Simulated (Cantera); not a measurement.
Input: 1 mol CaO, 9.3 mol NF3, 26 mol H2, at 1602 °C and 0.510 bar.

Cantera equilibrium calculation (NASA polynomials, part measured and part estimated; ideal gas, pure solids and liquids). Candidate condensed phases: Ca, CaF2, CaO, Ca(OH)2, H2O; 47 gas species. Equilibrium is a limit: real reactors are often held back by kinetics, nucleation or transport.

Base state: HF 0.593, H2 0.276, N2 0.106, H2O 0.0229, CaF2 0.00173, H 0.000482 (mole fractions); condensed: CaF2(l).

Problem. What changes in the equilibrium state with this change: CaO replaced by MgO?

Solution. 
```json
[
 {"species": "HF", "before": "0.593", "after": "0.584"},
 {"species": "H2", "before": "0.276", "after": "0.271"},
 {"species": "N2", "before": "0.106", "after": "0.105"},
 {"species": "MgF2", "before": "0", "after": "0.0163"},
 {"species": "H2O", "before": "0.0229", "after": "0.0225"},
 {"species": "CaF2", "before": "0.00173", "after": "0"},
 {"species": "MgF", "before": "0", "after": "7.70e-5"},
 {"species": "Mg2F4", "before": "0", "after": "1.29e-5"},
 {"species": "H", "before": "0.000482", "after": "0.000478"},
 {"species": "CaF2(l), mol", "before": "0.924", "after": "0"},
 {"species": "MgF2(l), mol", "before": "0", "after": "0.272"}
]
```
Further candidate phases: Mg, MgF2, MgO, Mg(OH)2.

Problem. What changes in the equilibrium state with this change: temperature from 1602 °C to 1475 °C?

Solution. 
```
species         before     after
------------  --------  --------
HF               0.593     0.594
H2               0.276     0.276
N2               0.106     0.107
CaF2           0.00173  0.000339
H2O             0.0229    0.0229
H             0.000482  0.000168
CaF2(l), mol     0.924     0.985
```
